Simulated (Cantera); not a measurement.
Cantera run:

```python
import numpy as np
import cantera as ct

gas_names = [...]  # 113 gases of nasa_gas.yaml made of C, H, O, Ti
cond_names = """
    C(gr) C6H6(L) C7H8(L) C8H18(L),n-octa H2O(s) H2O(L) Ti(a) Ti(b) Ti(L) TiC(s) TiC(L) TiO(a) TiO(b)
    TiO(L) TiO2(ru) TiO2(L) Ti2O3(a) Ti2O3(b) Ti2O3(L) Ti3O5(a) Ti3O5(b) Ti3O5(L) Ti4O7(s) Ti4O7(L)
""".split()


# ... load() reads the species with a 1 bar reference pressure and builds the phases ...
atoms = {
    'Ti(OiPr)4': {'Ti': 1, 'C': 12, 'H': 28, 'O': 4},
    'C3H8': {'C': 3, 'H': 8},
    'H2': {'H': 2},
}
top_T = {'C(gr)': 4500}  # K; cautious upper limits of use, not melting points


# ... equilibrate(T, P, feed) seeds the gas with the atoms and calls Mixture.equilibrate('TP', solver="vcs", rtol=1e-11, max_steps=5000) ...
results = []
feed = {'Ti(OiPr)4': 1, 'C3H8': 0.64, 'H2': 190}  # mol
T = 1873.15  # K
P = 6700  # Pa
mix = equilibrate(T, P, feed)
results.append((T, P, feed, dict(zip(mix.species_names, mix.species_moles))))
print(gas.report(threshold=1e-05))
for i in range(1, mix.n_phases):
    print(f"{mix.phase(i).name:16s} {mix.phase_moles(i):12.5e} mol")
```

Result:

```
       temperature   1873.2 K
          pressure   6700 Pa
           density   0.0010818 kg/m^3
  mean mol. weight   2.5147 kg/kmol
   phase of matter   gas

                          1 kg             1 kmol
                     ---------------   ---------------
          enthalpy        1.8782e+07        4.7229e+07  J
   internal energy        1.2588e+07        3.1655e+07  J
           entropy             83890        2.1095e+05  J/K
    Gibbs function       -1.3836e+08       -3.4792e+08  J
 heat capacity c_p             13436             33788  J/K
 heat capacity c_v             10130             25473  J/K

                      mass frac. Y      mole frac. X     chem. pot. / RT
                     ---------------   ---------------   ---------------
               CH4        0.00024924        3.9067e-05           -46.625
                CO           0.21135          0.018974           -41.246
    C2H2,acetylene         0.0031645        0.00030561           -27.253
                 H         0.0009897          0.002469           -10.999
                H2           0.78423           0.97821           -21.999
     [ +108 minor]        1.8081e-05        2.6028e-06

C(gr)             8.78238e+00 mol
Ti(b)             0.00000e+00 mol
TiC(s)            1.00000e+00 mol
TiO(b)            0.00000e+00 mol
TiO2(ru)          0.00000e+00 mol
Ti2O3(b)          0.00000e+00 mol
Ti3O5(b)          0.00000e+00 mol
Ti4O7(s)          0.00000e+00 mol
```

These are equilibrium values from Cantera (NASA tables, ideal gas, pure condensed phases), not measurements of a reactor. The feed counts by its element totals alone. TiC: taken at fixed stoichiometry.
